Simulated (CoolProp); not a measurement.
n-perfluorobutane at several states: fugacity coefficient from the reference equation and from simpler models built on Tc = 386.3 K, pc = 2322 kPa, ω = 0.372; each cubic takes its own stable root.

The numbers come from the reference Helmholtz-energy equation of state, Gao 2022 in CoolProp.

```json
[
 {"T (K)": "448.6", "p (kPa)": "950", "phase": "gas", "reference": "0.9249", "van der Waals": "0.9169", "Redlich-Kwong": "0.9124", "Soave-Redlich-Kwong": "0.9231", "Peng-Robinson": "0.9112"},
 {"T (K)": "312.2", "p (kPa)": "190", "phase": "gas", "reference": "0.9462", "van der Waals": "0.9599", "Redlich-Kwong": "0.9495", "Soave-Redlich-Kwong": "0.9436", "Peng-Robinson": "0.9401"},
 {"T (K)": "300.4", "p (kPa)": "16.9", "phase": "gas", "reference": "0.9946", "van der Waals": "0.9961", "Redlich-Kwong": "0.9950", "Soave-Redlich-Kwong": "0.9943", "Peng-Robinson": "0.9940"},
 {"T (K)": "179", "p (kPa)": "297", "phase": "liquid", "reference": "0.0006647", "van der Waals": "0.1284", "Redlich-Kwong": "0.005904", "Soave-Redlich-Kwong": "0.0007582", "Peng-Robinson": "0.0008642"},
 {"T (K)": "278.9", "p (kPa)": "1050", "phase": "liquid", "reference": "0.1308", "van der Waals": "0.4648", "Redlich-Kwong": "0.2394", "Soave-Redlich-Kwong": "0.1312", "Peng-Robinson": "0.1294"},
 {"T (K)": "194.3", "p (kPa)": "114", "phase": "liquid", "reference": "0.008149", "van der Waals": "0.5683", "Redlich-Kwong": "0.05009", "Soave-Redlich-Kwong": "0.008750", "Peng-Robinson": "0.009594"}
]
```
